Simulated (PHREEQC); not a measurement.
Synthetic water in mmol/kgw, 55 °C, pH 6.4: Na 154; K 26.4; Ca 6.7; Mg 14.4; Cl 230; S(6) 1.25; Alkalinity (meq/kgw) 5.61e-06; Li 3.39.

Cl is adjusted to close the charge balance.
Valence states are taken as typed.

Model: Pitzer model, pitzer.dat, run in PHREEQC.

Question: The ionic strength comes out as 0.248 mol/kgw. What activity coefficients do K+, Na+, SO4-2, Li+, Ca+2 get?

Answer: K+ 0.71, Na+ 0.73, SO4-2 0.16, Li+ 0.75, Ca+2 0.26. Single-ion values are on the MacInnes scale.

Precipitation was switched off in this run. Away from 25 °C the constants follow the database's enthalpies or fits; those with neither stay at their 25 °C values.
